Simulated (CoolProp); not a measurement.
1,2-dichloroethane along the isotherm 341.3 K: density (kg/m³) from the reference equation and from simpler models built on Tc = 561.6 K, pc = 5.226 MPa, ω = 0.269; each cubic takes its own stable root.

Values from CoolProp's reference Helmholtz-energy equation of state, Thol 2015.

| p (MPa) | phase | reference | van der Waals | Redlich-Kwong | Soave-Redlich-Kwong |
|---|---|---|---|---|---|
| 0.0413 | gas | 1.460 | 1.451 | 1.456 | 1.458 |
| 0.0735 | liquid | 1181 | 2.598 | 2.613 | 1032 |
| 0.131 | liquid | 1181 | 4.681 | 998.8 | 1032 |
| 0.232 | liquid | 1181 | 8.457 | 999.1 | 1032 |
| 0.413 | liquid | 1181 | 15.66 | 999.5 | 1033 |
| 0.735 | liquid | 1182 | 680.0 | 1000 | 1033 |
| 1.31 | liquid | 1183 | 682.0 | 1002 | 1034 |
| 2.32 | liquid | 1184 | 685.3 | 1004 | 1036 |
| 4.13 | liquid | 1186 | 690.8 | 1008 | 1039 |
| 7.35 | liquid | 1191 | 699.6 | 1016 | 1045 |
| 13.1 | liquid | 1198 | 712.6 | 1027 | 1053 |

At some of these states van der Waals, Redlich-Kwong gives the other phase, because its saturation line lies elsewhere.
